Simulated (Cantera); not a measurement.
A perfectly stirred reactor is fed with 21.9 % H2, 78.1 % O2, equivalence ratio 0.14, at 230 Pa; it is held at 1350 K, and followed from long to short residence time.

Computed with Cantera and the H2/O2 subset of GRI-Mech 3.0, which has no nitrogen chemistry. Radical loss at walls, strong at low pressure, is not modelled. The temperature is held fixed by assumption; the heat of reaction is taken as removed at once.

Predict: x(H2) at τ = 0.420 s; x(O2) at τ = 0.420 s; x(O) at τ = 0.420 s; x(H) at τ = 0.420 s; x(OH) at τ = 0.420 s; x(H2) at τ = 23.0 ms; x(O2) at τ = 23.0 ms; x(O) at τ = 23.0 ms; x(H) at τ = 23.0 ms; x(OH) at τ = 23.0 ms.


```
Item                    Value
--------------------  -------
x(H2) at τ = 0.420 s  0.00825
x(O2) at τ = 0.420 s    0.688
x(O) at τ = 0.420 s    0.0570
x(H) at τ = 0.420 s    0.0348
x(OH) at τ = 0.420 s   0.0141
x(H2) at τ = 23.0 ms   0.0148
x(O2) at τ = 23.0 ms    0.652
x(O) at τ = 23.0 ms    0.0857
x(H) at τ = 23.0 ms    0.0675
x(OH) at τ = 23.0 ms   0.0170
```
